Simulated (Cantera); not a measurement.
Input: 1 mol SiH₂Cl₂, 2.6 mol NO, held at 13.3 mbar.

Equilibrium computed with Cantera from the NASA thermochemical tables; the gas is ideal and each condensed phase is pure. Candidate condensed phases: H₂O, NH₄Cl, Si, SiO₂, Si₂N₂O, Si₃N₄; 47 gas species. The tables hold silica as quartz up to 1696 K and as liquid above; real silica turns to tridymite and cristobalite and melts near 1996 K. Rates play no part.

At 1450 K, list the 6 most abundant gas species with their mole fractions, and the condensed phases.

HCl 0.498, N₂ 0.360, O₂ 0.0689, Cl 0.0356, H₂O 0.0278, Cl₂ 0.00995. Condensed: SiO₂(β-quartz).
